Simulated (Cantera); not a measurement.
Input (Python, Cantera) and output of one run.

```python
import numpy as np
import cantera as ct

gas_names = """
    H HO2 H2 H2O H2O2 Mg MgH MgO MgOH MgO2H2 Mg2 O OH O2 O3
""".split()
cond_names = """
    H2O(s) H2O(L) Mg(cr) Mg(L) MgO(s) MgO(L) MgO2H2(s)
""".split()


def load(file, names, dense=False):
    # The tables refer to 1 bar. Condensed volumes are neglected.
    table = {s.name: s for s in ct.Species.list_from_file(file)}
    out = []
    for n in names:
        d = dict(table[n].input_data)
        d["thermo"] = dict(d["thermo"], **{"reference-pressure": 1e5})
        if dense:
            d["equation-of-state"] = {"model": "constant-volume", "density": "1e6 g/cm^3"}
        out.append(ct.Species.from_dict(d))
    return out


gas = ct.Solution(thermo="ideal-gas", species=load("nasa_gas.yaml", gas_names))
cond = {s.name: ct.Solution(thermo="fixed-stoichiometry", species=[s], name=s.name)
        for s in load("nasa_condensed.yaml", cond_names, dense=True)}
atoms = {
    'MgO': {'Mg': 1, 'O': 1},
    'H2': {'H': 2},
}
top_T = {}  # K; cautious upper limits of use, not melting points


def equilibrate(T, P, feed):
    n = {}
    for name, mol in feed.items():
        for a, k in atoms[name].items():
            n[a] = n.get(a, 0.0) + k * mol
    gas.TPX = T, P, n
    mass = sum(n.values()) * gas.mean_molecular_weight
    gas.equilibrate("TP")
    valid = [c for c in cond.values() if c.min_temp <= T <= top_T.get(c.name, c.max_temp)]
    mix = ct.Mixture([(gas, mass / gas.mean_molecular_weight)] + [(c, 0.0) for c in valid])
    mix.T, mix.P = T, P
    mix.equilibrate("TP", solver="vcs", rtol=1e-11, max_steps=5000)
    return mix


results = []
feed = {'MgO': 1, 'H2': 4.7}  # mol
T = 2998  # K
for P in [1, 10, 100, 1000, 10000, 100000, 1000000]:
    mix = equilibrate(T, P, feed)
    results.append((T, P, feed, dict(zip(mix.species_names, mix.species_moles))))

top = {s: max(r[3][s] / sum(r[3][g] for g in gas_names) for r in results) for s in gas_names}
cols = sorted((s for s in top if top[s] > 0.001), key=lambda s: -top[s])[:5]
seen = [c for c in cond_names if any(r[3].get(c, 0) > 1e-12 for r in results)]
print("log10 of partial pressures in bar; condensed amounts in mol")
print(f"{'P/Pa':>10s}" + "".join(f"{s[:9]:>10s}" for s in cols + seen))
for T, P, feed, n in results:
    ng = sum(n[g] for g in gas_names)
    print(f"{P:10.4g}" + "".join(f"{np.log10(max(n[s] / ng * P / 1e5, 1e-99)):10.3f}" for s in cols)
          + "".join(f"{n.get(c, 0):10.4g}" for c in seen))
```

Output:

```
log10 of partial pressures in bar; condensed amounts in mol
      P/Pa         H        H2        Mg       H2O         O    MgO(s)
         1    -5.084    -8.559    -6.057   -12.316    -6.057         0
        10    -4.085    -6.562    -5.056    -9.320    -5.058         0
       100    -3.100    -4.592    -4.044    -6.365    -4.074         0
      1000    -2.202    -2.795    -2.972    -3.728    -3.234         0
     1e+04    -1.502    -1.395    -1.855    -2.002    -2.907         0
     1e+05    -0.930    -0.251    -0.813    -0.839    -2.889         0
     1e+06    -0.378     0.853     0.044     0.058    -3.095    0.2956
```

Method: chemical equilibrium by Gibbs-energy minimisation in Cantera with the NASA 1993 tables (ideal gas, pure condensed phases). The tables' values for MgH are old estimates; treat these amounts as uncertain.
